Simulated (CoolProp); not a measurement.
Properties of carbon monoxide along the isobar 101 kPa (Tc = -140.3 °C, pc = 3498 kPa, ω = 0.050).

Computed with CoolProp (reference Helmholtz-energy equation of state, Lemmon 2006). It is a short technical equation, of lower accuracy than the large ones.

```csv
T (°C),phase,Z,cp (kJ/(kg K)),speed of sound (m/s),Joule-Thomson coefficient (K/MPa)
-152.65,gas,0.9871,1.059,222.2,12.59
-115.45,gas,0.9942,1.048,255.3,…
-78.25,gas,0.9971,1.044,284.3,5.549
-41.05,gas,0.9985,…,310.5,…
-3.95,gas,0.9993,1.042,…,…
33.25,gas,0.9997,1.042,356.9,2.410
70.45,gas,1.0000,1.044,377.8,1.871
107.65,gas,1.000,1.046,397.5,1.449
```

Task: Complete the blanks.

Result: 
- -115.45, Joule-Thomson coefficient (K/MPa): 7.922
- -41.05, cp (kJ/(kg K)): 1.043
- -41.05, Joule-Thomson coefficient (K/MPa): 4.101
- -3.95, speed of sound (m/s): 334.5
- -3.95, Joule-Thomson coefficient (K/MPa): 3.122
